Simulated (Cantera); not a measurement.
A perfectly stirred reactor is fed with H2 : O2 = 0.1 : 1 (molar parts), at 2.85 Torr; it is held at 1473 K, and followed from long to short residence time.

Model: the H2/O2 subset of GRI-Mech 3.0, which has no nitrogen chemistry, integrated in Cantera. Radical loss at walls, strong at low pressure, is not modelled. The temperature is held fixed by assumption; the heat of reaction is taken as removed at once.

What does this change do: O2 1 to 6.8 parts?


```
quantity                  before     after
----------------------  --------  --------
x(H2) at τ = 2.20 s     0.000916   6.76e-5
x(O2) at τ = 2.20 s        0.882     0.975
x(H2O) at τ = 2.20 s      0.0881    0.0134
x(H2O2) at τ = 2.20 s    1.61e-8   2.75e-9
x(H) at τ = 2.20 s       0.00274  0.000314
x(H2) at τ = 68.0 ms     0.00270  0.000318
x(O2) at τ = 68.0 ms       0.842     0.972
x(H2O) at τ = 68.0 ms     0.0763    0.0127
x(H2O2) at τ = 68.0 ms   2.14e-8   3.47e-9
x(H) at τ = 68.0 ms       0.0132  0.000542
```
